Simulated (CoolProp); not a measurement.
The numbers come from the reference Helmholtz-energy equation of state, Lemmon 2003 in CoolProp. It is a pseudo-pure fit of the blend.

For R410A, give the phase and the cp (kJ/(kg K)), cv (kJ/(kg K)), viscosity (µPa s), Prandtl number at 382.2 K and 1.31 bar.


- 382.2 K and 1.31 bar: gas; cp 0.942, cv 0.823, viscosity 16.6, Prandtl number 0.798

Viscosity comes from a separate model (Geller 2000). Thermal conductivity comes from a separate model (Geller 2001).
